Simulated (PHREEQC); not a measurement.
Solution (5 °C): 3.8 mmol/kgw NaHCO3, 180 mmol/kgw NaF and 40 mmol/kgw HBr. Closed to the air; pH follows from the charge balance.

Equilibrium calculation in PHREEQC: ion-association model, phreeqc.dat.

No solid was allowed to form.

Task: Order these F species by the share of F that they hold, largest first: HF2-, NaF, HF, F-.

Result: F- (71 %), HF (14 %), HF2- (11 %), NaF (3.8 %)

The pH is 3.56 and the ionic strength 0.177 mol/kgw. Constants without temperature data keep their 25 °C values here.
